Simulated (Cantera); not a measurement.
A Cantera script and what it prints.

```python
import numpy as np
import cantera as ct

gas_names = """
    AL ALCL ALCLF ALCLF2 ALCL2 ALCL2F ALCL3 ALF ALF2 ALF3 ALH AL2 AL2CL6 AL2F6 CL CLF CLF3 CL2 F F2 H
    HCL HF H2 H2F2 H3F3 H4F4 H5F5 H6F6 H7F7
""".split()
cond_names = """
    AL(cr) AL(L) ALCL3(s) ALCL3(L) ALF3(a) ALF3(b) ALF3(L)
""".split()


# ... load() reads the species with a 1 bar reference pressure and builds the phases ...
atoms = {
    'Al': {'AL': 1},
    'HF': {'H': 1, 'F': 1},
    'Cl2': {'CL': 2},
}
top_T = {}  # K; cautious upper limits of use, not melting points


# ... equilibrate(T, P, feed) seeds the gas with the atoms and calls Mixture.equilibrate('TP', solver="vcs", rtol=1e-11, max_steps=5000) ...
results = []
T = 1423  # K
P = 710  # Pa
for m in [2.3, 2.9, 3.7, 4.6, 5.8, 7.3, 9.2, 12, 15, 18]:
    feed = {'Al': 1, 'HF': m, 'Cl2': 5.4}  # mol
    mix = equilibrate(T, P, feed)
    results.append((T, P, feed, dict(zip(mix.species_names, mix.species_moles))))

top = {s: max(r[3][s] / sum(r[3][g] for g in gas_names) for r in results) for s in gas_names}
cols = sorted((s for s in top if top[s] > 0.001), key=lambda s: -top[s])[:6]
seen = [c for c in cond_names if any(r[3].get(c, 0) > 1e-12 for r in results)]
print("log10 of partial pressures in bar; condensed amounts in mol")
print(f"{'n(HF)':>10s}" + "".join(f"{s[:9]:>10s}" for s in cols + seen))
for T, P, feed, n in results:
    ng = sum(n[g] for g in gas_names)
    print(f"{feed['HF']:10.4g}" + "".join(f"{np.log10(max(n[s] / ng * P / 1e5, 1e-99)):10.3f}" for s in cols)
          + "".join(f"{n.get(c, 0):10.4g}" for c in seen))
```

Output:

```
log10 of partial pressures in bar; condensed amounts in mol
     n(HF)        HF       CL2       HCL        CL      ALF3    ALCLF2
       2.3    -3.514    -2.596    -2.772    -2.769    -3.585    -3.460
       2.9    -3.286    -2.633    -2.740    -2.787    -3.443    -3.513
       3.7    -3.061    -2.679    -2.732    -2.810    -3.351    -3.638
       4.6    -2.890    -2.726    -2.746    -2.833    -3.318    -3.790
       5.8    -2.743    -2.783    -2.778    -2.862    -3.318    -3.970
       7.3    -2.627    -2.846    -2.822    -2.893    -3.343    -4.153
       9.2    -2.536    -2.917    -2.875    -2.929    -3.384    -4.339
        12    -2.452    -3.007    -2.945    -2.974    -3.444    -4.552
        15    -2.397    -3.089    -3.010    -3.015    -3.504    -4.733
        18    -2.359    -3.162    -3.066    -3.051    -3.557    -4.880
```

These are equilibrium values from Cantera (NASA tables, ideal gas, pure condensed phases), not measurements of a reactor.
